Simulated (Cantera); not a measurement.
A perfectly stirred reactor is fed with C₂H₆ : N₂ = 1 : 4.8 (molar parts), at 0.000220 bar; it is held at 1500 K, and followed from long to short residence time.

Model: GRI-Mech 3.0 (53 species, 325 reactions), integrated in Cantera. GRI-Mech 3.0 stops at C3 and has no aromatics, soot or wall deposition, so with more carbon than oxygen in the feed, carbon stays in small species such as C2H2 where larger ones or solid carbon would form. Radical loss at walls, strong at low pressure, is not modelled.

Q: What does this change do: temperature 1500 to 1323 K?

A: 
```tsv
quantity	before	after
x(C₂H₆) at τ = 0.830 s	0.0114	0.0653
x(H₂) at τ = 0.830 s	0.121	0.0586
x(HCN) at τ = 0.830 s	6.32e-7	1.76e-8
x(C₂H₂) at τ = 0.830 s	0.0612	0.0126
x(C₂H) at τ = 0.830 s	6.09e-7	1.37e-8
x(C₂H₆) at τ = 17.0 ms	0.153	0.172
x(H₂) at τ = 17.0 ms	0.00756	0.000191
x(HCN) at τ = 17.0 ms	2.63e-8	2.53e-11
x(C₂H₂) at τ = 17.0 ms	0.000133	6.40e-8
x(C₂H) at τ = 17.0 ms	4.59e-9	<1e-12
```

Q: What does this change do: pressure from 0.000220 bar to 1.01 bar?

A: 
| quantity | before | after |
|---|---|---|
| x(C₂H₆) at τ = 0.830 s | 0.0114 | 0.000147 |
| x(H₂) at τ = 0.830 s | 0.121 | 0.194 |
| x(HCN) at τ = 0.830 s | 6.32e-7 | 1.11e-8 |
| x(C₂H₂) at τ = 0.830 s | 0.0612 | 0.105 |
| x(C₂H) at τ = 0.830 s | 6.09e-7 | 1.32e-8 |
| x(C₂H₆) at τ = 17.0 ms | 0.153 | 0.00230 |
| x(H₂) at τ = 17.0 ms | 0.00756 | 0.182 |
| x(HCN) at τ = 17.0 ms | 2.63e-8 | 1.11e-8 |
| x(C₂H₂) at τ = 17.0 ms | 0.000133 | 0.0931 |
| x(C₂H) at τ = 17.0 ms | 4.59e-9 | 4.03e-8 |
